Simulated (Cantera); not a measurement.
What does this Cantera script print?

```python
import numpy as np
import cantera as ct

gas = ct.Solution("gri30.yaml")


def delay(T, t_max=10):
    gas.TPX = T, 360000, {'CH4': 1, 'O2': 1.54, 'N2': 5.23, 'CO2': 1.7}
    reactor = ct.IdealGasConstPressureReactor(gas, clone=False)
    net = ct.ReactorNet([reactor])
    net.rtol, net.atol = 1e-8, 1e-16
    while net.time < t_max:
        t_old, T_old = net.time, reactor.T
        net.step()
        if reactor.T > T + 400:  # ignition: a rise of 400 K
            return t_old + (T + 400 - T_old) / (reactor.T - T_old) * (net.time - t_old)
    return np.nan


taus = []
for T in [1223, 1323, 1423, 1523, 1623, 1723, 1823, 1923]:
    taus.append(delay(T))
    print(f"T0 = {T:6g} K   tau = {taus[-1]:.4e} s")
```

It prints:

```
T0 =   1223 K   tau = 1.4669e-02 s
T0 =   1323 K   tau = 4.3680e-03 s
T0 =   1423 K   tau = 1.4201e-03 s
T0 =   1523 K   tau = 4.9870e-04 s
T0 =   1623 K   tau = 1.9149e-04 s
T0 =   1723 K   tau = 8.2020e-05 s
T0 =   1823 K   tau = 3.9474e-05 s
T0 =   1923 K   tau = 2.1141e-05 s
```

Detailed kinetics in Cantera: GRI-Mech 3.0 (53 species, 325 reactions).
